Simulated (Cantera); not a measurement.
Source: NASA polynomial tables (part measured, part estimated), evaluated in Cantera. Values are per mole of reaction as written; species without (g) are pure solids or liquids, kept so even where they would boil at 1 bar.

F(g) + Cs(g) + HCl(g) ⇌ CsCl + HF(g)

```json
[
 {"T (K)": "300", "ΔH° (kJ)": "-779.0", "ΔS° (J/K)": "-246.2", "ΔG° (kJ)": "-705.1", "log10 K": "122.76", "condensed phases": "CsCl(s)"},
 {"T (K)": "1250", "ΔH° (kJ)": "-738.1", "ΔS° (J/K)": "-196.8", "ΔG° (kJ)": "-492.1", "log10 K": "20.56", "condensed phases": "CsCl(l)"},
 {"T (K)": "1350", "ΔH° (kJ)": "-734.7", "ΔS° (J/K)": "-194.2", "ΔG° (kJ)": "-472.6", "log10 K": "18.28", "condensed phases": "CsCl(l)"},
 {"T (K)": "1450", "ΔH° (kJ)": "[?]", "ΔS° (J/K)": "[?]", "ΔG° (kJ)": "[?]", "log10 K": "[?]", "condensed phases": "CsCl(l)"},
 {"T (K)": "1550", "ΔH° (kJ)": "[?]", "ΔS° (J/K)": "[?]", "ΔG° (kJ)": "[?]", "log10 K": "[?]", "condensed phases": "CsCl(l)"},
 {"T (K)": "1650", "ΔH° (kJ)": "-724.4", "ΔS° (J/K)": "-187.3", "ΔG° (kJ)": "-415.4", "log10 K": "13.15", "condensed phases": "CsCl(l)"}
]
```

Some entries are withheld; supply them.


- 1450, ΔH° (kJ): -731.3
- 1450, ΔS° (J/K): -191.7
- 1450, ΔG° (kJ): -453.3
- 1450, log10 K: 16.33
- 1550, ΔH° (kJ): -727.8
- 1550, ΔS° (J/K): -189.4
- 1550, ΔG° (kJ): -434.2
- 1550, log10 K: 14.63
